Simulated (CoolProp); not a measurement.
Saturated liquid density (kg/m³) of R115: the reference equation beside estimates from Tc = 353.1 K, pc = 3129 kPa, ω = 0.248. Rackett uses Z = 0.29056 − 0.08775 ω.

Model: reference Helmholtz-energy equation of state, Lemmon 2016, in CoolProp.

```json
[
 {"T (K)": "192.8", "reference": "1684", "Rackett": "1748", "van der Waals": "1051", "Redlich-Kwong": "1555", "Soave-Redlich-Kwong": "1593", "Peng-Robinson": "1794"},
 {"T (K)": "195.5", "reference": "1675", "Rackett": "1739", "van der Waals": "1046", "Redlich-Kwong": "1547", "Soave-Redlich-Kwong": "1585", "Peng-Robinson": "1787"},
 {"T (K)": "198.1", "reference": "1667", "Rackett": "1731", "van der Waals": "1041", "Redlich-Kwong": "1539", "Soave-Redlich-Kwong": "1578", "Peng-Robinson": "1779"},
 {"T (K)": "200.7", "reference": "1658", "Rackett": "1722", "van der Waals": "1036", "Redlich-Kwong": "1530", "Soave-Redlich-Kwong": "1571", "Peng-Robinson": "1771"},
 {"T (K)": "203.3", "reference": "1650", "Rackett": "1713", "van der Waals": "1031", "Redlich-Kwong": "1522", "Soave-Redlich-Kwong": "___", "Peng-Robinson": "1763"},
 {"T (K)": "205.9", "reference": "1641", "Rackett": "1704", "van der Waals": "1026", "Redlich-Kwong": "1514", "Soave-Redlich-Kwong": "1556", "Peng-Robinson": "1755"},
 {"T (K)": "208.6", "reference": "1632", "Rackett": "1695", "van der Waals": "1021", "Redlich-Kwong": "1505", "Soave-Redlich-Kwong": "1548", "Peng-Robinson": "1746"},
 {"T (K)": "211.2", "reference": "1624", "Rackett": "___", "van der Waals": "1016", "Redlich-Kwong": "1496", "Soave-Redlich-Kwong": "1540", "Peng-Robinson": "___"},
 {"T (K)": "213.8", "reference": "1615", "Rackett": "1677", "van der Waals": "1011", "Redlich-Kwong": "1487", "Soave-Redlich-Kwong": "1532", "Peng-Robinson": "1729"},
 {"T (K)": "216.4", "reference": "1606", "Rackett": "1668", "van der Waals": "1006", "Redlich-Kwong": "___", "Soave-Redlich-Kwong": "1524", "Peng-Robinson": "1721"},
 {"T (K)": "219.1", "reference": "1597", "Rackett": "1659", "van der Waals": "___", "Redlich-Kwong": "1469", "Soave-Redlich-Kwong": "1515", "Peng-Robinson": "1711"},
 {"T (K)": "221.7", "reference": "1589", "Rackett": "1650", "van der Waals": "995.2", "Redlich-Kwong": "1460", "Soave-Redlich-Kwong": "1507", "Peng-Robinson": "1702"},
 {"T (K)": "224.3", "reference": "1580", "Rackett": "1640", "van der Waals": "989.8", "Redlich-Kwong": "1451", "Soave-Redlich-Kwong": "1498", "Peng-Robinson": "1693"},
 {"T (K)": "226.9", "reference": "1571", "Rackett": "1631", "van der Waals": "984.4", "Redlich-Kwong": "1441", "Soave-Redlich-Kwong": "1490", "Peng-Robinson": "1684"}
]
```

Task: Some entries are withheld; supply them.

Result: 
- 203.3, Soave-Redlich-Kwong: 1563
- 211.2, Rackett: 1686
- 211.2, Peng-Robinson: 1738
- 216.4, Redlich-Kwong: 1478
- 219.1, van der Waals: 1000

Absolute difference from the reference over all 14 rows, mean and median: Rackett 3.8 and 3.8 %, van der Waals 37.4 and 37.4 %, Redlich-Kwong 7.9 and 7.8 %, Soave-Redlich-Kwong 5.2 and 5.2 %, Peng-Robinson 7.0 and 7.0 %.
